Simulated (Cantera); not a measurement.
Charge: 1 mol C2H2, 0.032 mol O2, 1.5 mol NH3, equilibrated at 548.15 K and 825 Torr.

Equilibrium computed with Cantera from the NASA thermochemical tables; the gas is ideal and each condensed phase is pure. Candidate condensed phases: C, C6H6, C7H8, C8H18, H2O; 136 gas species. The numbers say what is thermodynamically allowed, not how fast it happens.

What is the equilibrium state?


| Property | Value |
|---|---|
| x(CH4) | 0.632 |
| x(N2) | 0.306 |
| x(H2) | 0.0357 |
| x(H2O) | 0.0259 |
| x(NH3) | 0.000450 |
| x(CO2) | 0.000109 |
| x(CO) | 2.53e-6 |
| x(C2H6) | 1.77e-6 |
| n(C(graphite)) | 0.451 mol |
| gas amount | 2.451 mol |
